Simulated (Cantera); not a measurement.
Input: 1 mol SiH4, 0.042 mol CH4, 2.1 mol H2, at 2323 K and 0.00133 bar.

Equilibrium computed with Cantera from the NASA thermochemical tables; the gas is ideal and each condensed phase is pure. Candidate condensed phases: C, C6H6, C7H8, C8H18, Si, SiC; 87 gas species. Gases not in the tables: Si2H6 and higher silanes. The numbers say what is thermodynamically allowed, not how fast it happens.

Base state: H2 0.602, H 0.231, Si 0.159, Si2C 0.00408, SiH 0.00159, SiC2 0.00139, Si2 0.000596, C2H2 (acetylene) 0.000170 (mole fractions); condensed: gas only.

**Question.** What changes in the equilibrium state with this change: H2 from 2.1 to 1400 mol?

**Answer.** 
| species | before | after |
|---|---|---|
| H2 | 0.602 | 0.742 |
| H | 0.231 | 0.257 |
| Si | 0.159 | 0.000614 |
| Si2C | 0.00408 | 1.46e-8 |
| Si2 | 0.000596 | 8.85e-9 |
| Si3 | 2.06e-5 | <1e-9 |

**Question.** What changes in the equilibrium state with this change: pressure from 0.00133 bar to 0.0100 bar?

**Answer.** 
| species | before | after |
|---|---|---|
| H2 | 0.602 | 0.775 |
| Si | 0.159 | 0.114 |
| H | 0.231 | 0.0959 |
| Si3 | 2.06e-5 | 0.000425 |
| SiH2 | 5.76e-5 | 0.000399 |
| SiC2 | 0.00139 | 0.000239 |
| Si(l), mol | 0 | 0.293 |
